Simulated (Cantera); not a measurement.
## Adiabatic ignition

An adiabatic, constant-pressure homogeneous reactor starts with 35.3 % H2, 13.6 % O2, 51.1 % N2, at 1150 K and 1.01 bar.

Model: the H2/O2 subset of GRI-Mech 3.0, which has no nitrogen chemistry, integrated in Cantera.

| t (s) | T (K) | x H2 | x O2 | x HO2 | x OH | x H2O |
|---|---|---|---|---|---|---|
| 2.00e-6 | 1150 | 0.353 | 0.136 | 2.68e-9 | 1.11e-10 | 6.85e-10 |
| 5.35e-6 | 1150 | 0.353 | 0.136 | 8.49e-9 | 5.33e-10 | 8.06e-9 |
| 1.43e-5 | 1150 | 0.353 | 0.136 | 5.69e-8 | 6.96e-9 | 1.85e-7 |
| 3.82e-5 | 1150 | 0.353 | 0.136 | 1.72e-5 | 3.37e-6 | 9.65e-5 |
| 0.000102 | 2309 | 0.0996 | 0.00994 | 4.24e-6 | 0.0237 | 0.242 |
| 0.000273 | 2708 | 0.0982 | 0.00374 | 2.08e-6 | 0.0191 | 0.275 |
| 0.000731 | 2762 | 0.0974 | 0.00293 | 1.81e-6 | 0.0175 | 0.280 |
| 0.00196 | 2762 | 0.0974 | 0.00293 | 1.81e-6 | 0.0175 | 0.280 |
| 0.00523 | 2762 | 0.0974 | 0.00293 | 1.81e-6 | 0.0175 | 0.280 |
| 0.0140 | 2762 | 0.0974 | 0.00293 | 1.81e-6 | 0.0175 | 0.280 |
| 0.0374 | 2762 | 0.0974 | 0.00293 | 1.81e-6 | 0.0175 | 0.280 |
| 0.100 | 2762 | 0.0974 | 0.00293 | 1.81e-6 | 0.0175 | 0.280 |
x: mole fraction; the columns are a selection and need not sum to one.

| Quantity | Result |
|---|---|
| time of steepest temperature rise | 63.2 µs |
| temperature at 0.100 s | 2762 K |
| equilibrium temperature | 2762 K |
| x(H2) at 0.100 s | 0.0974 (gas-phase equilibrium 0.0974) |
| x(O2) at 0.100 s | 0.00293 (gas-phase equilibrium 0.00293) |
| x(HO2) at 0.100 s | 1.81e-6 (gas-phase equilibrium 1.81e-6) |
